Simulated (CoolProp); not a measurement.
The numbers come from the reference Helmholtz-energy equation of state, Thol 2019 in CoolProp.

### Question
Give the vapour pressure (kPa), liquid density (kg/m³), vapour density (kg/m³), liquid conductivity (mW/(m K)) of saturated n-pentane at 103.25 °C.

### Answer
| T (°C) | p (kPa) | liquid density (kg/m³) | vapour density (kg/m³) | liquid conductivity (mW/(m K)) |
|---|---|---|---|---|
| 103.25 | 638 | 533 | 17.5 | 86.7 |

Thermal conductivity comes from a separate model (Vassiliou 2015).
